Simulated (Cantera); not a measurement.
An isothermal, constant-pressure homogeneous reactor starts with 15.9 % NO, 84.1 % N2, at 2050 K and 0.0133 bar.

Cantera simulation using GRI-Mech 3.0 (53 species, 325 reactions); the numbers are that mechanism's predictions, not measurements. Radical loss at walls, strong at low pressure, is not modelled.

x: mole fraction; the columns are a selection and need not sum to one.

```csv
t (s),x NO,x O2,x O,x N2,x N2O
4.00e-6,0.159,<1e-12,2.22e-9,0.841,2.22e-9
1.10e-5,0.159,<1e-12,6.14e-9,0.841,6.14e-9
3.05e-5,0.159,1.05e-12,1.70e-8,0.841,1.69e-8
8.42e-5,0.159,8.07e-12,[?],0.841,[?]
0.000233,0.159,6.14e-11,1.30e-7,0.841,1.29e-7
0.000642,0.159,4.72e-10,3.62e-7,0.841,3.52e-7
0.00177,0.159,3.64e-9,1.02e-6,0.841,9.47e-7
0.00490,0.159,2.90e-8,3.00e-6,0.841,2.44e-6
0.0135,0.159,2.44e-7,9.37e-6,0.841,5.61e-6
0.0374,0.159,[?],[?],0.841,[?]
0.103,0.159,2.05e-5,9.94e-5,0.841,1.18e-5
0.285,0.158,0.000171,0.000266,0.841,1.12e-5
0.787,0.156,0.00113,0.000526,0.842,1.00e-5
2.17,0.147,0.00525,0.000793,0.847,8.32e-6
6.00,0.118,0.0196,0.00128,0.861,4.74e-6
```

What belongs in the gaps?


- 8.42e-5, x O: 4.69e-8
- 8.42e-5, x N2O: 4.67e-8
- 0.0374, x O2: 2.22e-6
- 0.0374, x O: 3.12e-5
- 0.0374, x N2O: 9.93e-6
